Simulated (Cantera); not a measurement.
**Halide evaporation, hydrolysis and transport: CsCl + H2**

Input: 1 mol CsCl, 1.1 mol H2, equilibrated at 0.0750 Torr.

Cantera equilibrium calculation (NASA polynomials, part measured and part estimated; ideal gas, pure solids and liquids). Candidate condensed phases: Cs, CsCl; 9 gas species. Equilibrium is a limit: real reactors are often held back by kinetics, nucleation or transport.

```
T (°C)   x H2  x CsCl       x H      x Cs     x HCl      x Cl  x Cs2Cl2     x Cl2
------  -----  ------  --------  --------  --------  --------  --------  --------
777     0.527   0.467   5.89e-7  0.000170  0.000170  1.74e-10   0.00572    <1e-12
877     0.524   0.474   5.40e-6  0.000521  0.000521   4.73e-9   0.00104    <1e-12
977     0.523   0.474   3.50e-5   0.00132   0.00132   7.56e-8  0.000245    <1e-12
1077    0.521   0.472  0.000172   0.00292   0.00292   8.04e-7   7.13e-5    <1e-12
1177    0.519   0.469  0.000681   0.00577   0.00577   6.17e-6   2.44e-5  2.23e-12
1277    0.514   0.463   0.00226    0.0104    0.0104   3.63e-5   9.52e-6  2.02e-11
1377    0.506   0.453   0.00646    0.0174    0.0172  0.000172   4.09e-6  1.38e-10
1477    0.491   0.438    0.0163    0.0272    0.0265  0.000678   1.89e-6  7.48e-10
1577    0.466   0.417    0.0368    0.0402    0.0380   0.00228   9.09e-7   3.29e-9
1677    0.425   0.387    0.0747    0.0567    0.0501   0.00661   4.45e-7   1.19e-8
1777    0.365   0.345     0.137    0.0766    0.0600    0.0167   2.13e-7   3.51e-8
1877    0.285   0.291     0.225    0.0996    0.0631    0.0365   9.57e-8   8.41e-8
```
x: gas mole fraction; nothing condenses.

From 777 °C to 1877 °C nothing is condensed. The main Cs-bearing gas is CsCl throughout.
